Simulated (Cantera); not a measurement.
**Adiabatic ignition**

An adiabatic, constant-pressure homogeneous reactor starts with 18.0 % CO, 15.5 % H2, 14.0 % O2, 52.5 % N2, equivalence ratio 1.2, at 1700 K and 1.10 bar.

Computed with Cantera and GRI-Mech 3.0 (53 species, 325 reactions).

```json
[
 {"t (s)": "2.00e-6", "T (K)": "1700", "x CO": "0.180", "x H2": "0.155", "x O2": "0.140", "x NO": "<1e-12", "x HO2": "2.20e-6", "x H2O": "1.42e-5", "x CO2": "2.36e-6"},
 {"t (s)": "5.64e-6", "T (K)": "1702", "x CO": "0.180", "x H2": "0.149", "x O2": "0.137", "x NO": "6.38e-10", "x HO2": "2.33e-5", "x H2O": "0.00369", "x CO2": "0.000329"},
 {"t (s)": "1.59e-5", "T (K)": "1996", "x CO": "0.129", "x H2": "0.0287", "x O2": "0.0452", "x NO": "2.08e-5", "x HO2": "1.25e-5", "x H2O": "0.0844", "x CO2": "0.0541"},
 {"t (s)": "4.48e-5", "T (K)": "2358", "x CO": "0.121", "x H2": "0.0296", "x O2": "0.0371", "x NO": "0.000115", "x HO2": "6.76e-6", "x H2O": "0.0968", "x CO2": "0.0681"},
 {"t (s)": "0.000126", "T (K)": "2715", "x CO": "0.116", "x H2": "0.0254", "x O2": "0.0309", "x NO": "0.000662", "x HO2": "6.17e-6", "x H2O": "0.116", "x CO2": "0.0780"},
 {"t (s)": "0.000356", "T (K)": "2881", "x CO": "0.111", "x H2": "0.0227", "x O2": "0.0260", "x NO": "0.00349", "x HO2": "8.05e-6", "x H2O": "0.125", "x CO2": "0.0858"},
 {"t (s)": "0.00100", "T (K)": "2879", "x CO": "0.111", "x H2": "0.0229", "x O2": "0.0241", "x NO": "0.00884", "x HO2": "7.62e-6", "x H2O": "0.126", "x CO2": "0.0857"},
 {"t (s)": "0.00283", "T (K)": "2876", "x CO": "0.112", "x H2": "0.0230", "x O2": "0.0232", "x NO": "0.0115", "x HO2": "7.38e-6", "x H2O": "0.126", "x CO2": "0.0855"},
 {"t (s)": "0.00797", "T (K)": "2876", "x CO": "0.112", "x H2": "0.0230", "x O2": "0.0232", "x NO": "0.0115", "x HO2": "7.37e-6", "x H2O": "0.126", "x CO2": "0.0855"},
 {"t (s)": "0.0225", "T (K)": "2876", "x CO": "0.112", "x H2": "0.0230", "x O2": "0.0232", "x NO": "0.0115", "x HO2": "7.37e-6", "x H2O": "0.126", "x CO2": "0.0855"},
 {"t (s)": "0.0634", "T (K)": "2876", "x CO": "0.112", "x H2": "0.0230", "x O2": "0.0232", "x NO": "0.0115", "x HO2": "7.37e-6", "x H2O": "0.126", "x CO2": "0.0855"},
 {"t (s)": "0.179", "T (K)": "2876", "x CO": "0.112", "x H2": "0.0230", "x O2": "0.0232", "x NO": "0.0115", "x HO2": "7.37e-6", "x H2O": "0.126", "x CO2": "0.0855"},
 {"t (s)": "0.503", "T (K)": "2876", "x CO": "0.112", "x H2": "0.0230", "x O2": "0.0232", "x NO": "0.0115", "x HO2": "7.37e-6", "x H2O": "0.126", "x CO2": "0.0855"},
 {"t (s)": "1.42", "T (K)": "2876", "x CO": "0.112", "x H2": "0.0230", "x O2": "0.0232", "x NO": "0.0115", "x HO2": "7.37e-6", "x H2O": "0.126", "x CO2": "0.0855"},
 {"t (s)": "4.00", "T (K)": "2876", "x CO": "0.112", "x H2": "0.0230", "x O2": "0.0232", "x NO": "0.0115", "x HO2": "7.37e-6", "x H2O": "0.126", "x CO2": "0.0855"}
]
```
x: mole fraction; the columns are a selection and need not sum to one.

```
Item                                                              Result
---------------------------------  -------------------------------------
time of steepest temperature rise                                8.64 µs
temperature at 4.00 s                                             2876 K
equilibrium temperature                                           2876 K
x(CO) at 4.00 s                      0.112 (gas-phase equilibrium 0.112)
x(H2) at 4.00 s                    0.0230 (gas-phase equilibrium 0.0230)
x(O2) at 4.00 s                    0.0232 (gas-phase equilibrium 0.0232)
```
